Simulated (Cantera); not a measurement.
Cantera run:

```python
import numpy as np
import cantera as ct

gas_names = """
    H H2 N NH NH2 NH3 N2 N2H2 N2H4 Pb Pb2
""".split()
cond_names = """
    Pb(cr) Pb(L)
""".split()


# ... load() reads the species with a 1 bar reference pressure and builds the phases ...
atoms = {
    'Pb': {'Pb': 1},
    'NH3': {'N': 1, 'H': 3},
    'N2': {'N': 2},
}
top_T = {}  # K; cautious upper limits of use, not melting points


# ... equilibrate(T, P, feed) seeds the gas with the atoms and calls Mixture.equilibrate('TP', solver="vcs", rtol=1e-11, max_steps=5000) ...
results = []
feed = {'Pb': 1, 'NH3': 1.9, 'N2': 24}  # mol
T = 1773.15  # K
P = 13332.2  # Pa
mix = equilibrate(T, P, feed)
results.append((T, P, feed, dict(zip(mix.species_names, mix.species_moles))))
x = sorted(zip(gas.X, gas.species_names), reverse=True)
print(f"T = {T:g} K  P = {P:g} Pa  gas = {mix.phase_moles(0):.4g} mol")
print("   x: " + "  ".join(f"{s} {v:.3e}" for v, s in x if v > 0.0001))
print("   condensed (mol): " + ("  ".join(f"{mix.phase(i).name} {mix.phase_moles(i):.4g}"
      for i in range(1, mix.n_phases) if mix.phase_moles(i) > 1e-12) or "none"))
```

Result:

```
T = 1773.15 K  P = 13332.2 Pa  gas = 28.8 mol
   x: N2 8.662e-01  H2 9.882e-02  Pb 3.472e-02  H 2.452e-04
   condensed (mol): none
```

Method: chemical equilibrium by Gibbs-energy minimisation in Cantera with the NASA 1993 tables (ideal gas, pure condensed phases).
